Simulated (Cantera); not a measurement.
An adiabatic, constant-pressure homogeneous reactor starts with CO : H2 : O2 : N2 = 1 : 0.42 : 0.309 : 1.16 (molar parts), equivalence ratio 2.3, at 1125 K and 5.20 bar.

Computed with Cantera and GRI-Mech 3.0 (53 species, 325 reactions). The hydrogen kinetics of GRI-Mech 3.0 are dated; newer H2 mechanisms differ, most at raised pressure.

Predict: time of steepest temperature rise; temperature at 7.00 s; equilibrium temperature; x(CO) at 7.00 s; x(H2) at 7.00 s; x(O2) at 7.00 s; x(H) at 7.00 s; x(N2O) at 7.00 s; x(NO2) at 7.00 s; x(OH) at 7.00 s.


```json
{
  "time_of_steepest_temperature_rise": "68.1 µs",
  "temperature at 7.00 s": "2649 K",
  "equilibrium_temperature": "2649 K",
  "x(CO) at 7.00 s": "0.269 (gas-phase equilibrium 0.269)",
  "x(H2) at 7.00 s": "0.0411 (gas-phase equilibrium 0.0411)",
  "x(O2) at 7.00 s": "0.000220 (gas-phase equilibrium 0.000220)",
  "x(H) at 7.00 s": "0.00418 (gas-phase equilibrium 0.00418)",
  "x(N2O) at 7.00 s": "6.89e-8 (gas-phase equilibrium 6.89e-8)",
  "x(NO2) at 7.00 s": "4.07e-8 (gas-phase equilibrium 4.07e-8)",
  "x(OH) at 7.00 s": "0.00290 (gas-phase equilibrium 0.00290)"
}
```
